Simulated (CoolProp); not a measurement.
Computed with CoolProp (reference Helmholtz-energy equation of state, Guder 2009).

Task: Give the vapour pressure (kPa), vapour density (kg/m³), surface tension (mN/m), liquid viscosity (µPa s) of saturated sulfur hexafluoride at 253.8 K.

Result: 
```tsv
T (K)	p (kPa)	vapour density (kg/m³)	surface tension (mN/m)	liquid viscosity (µPa s)
253.8	704	57.6	7.09	256
```

Viscosity comes from a separate model (Quiñones-Cisneros 2012). Surface tension comes from a separate correlation (Mulero 2012).
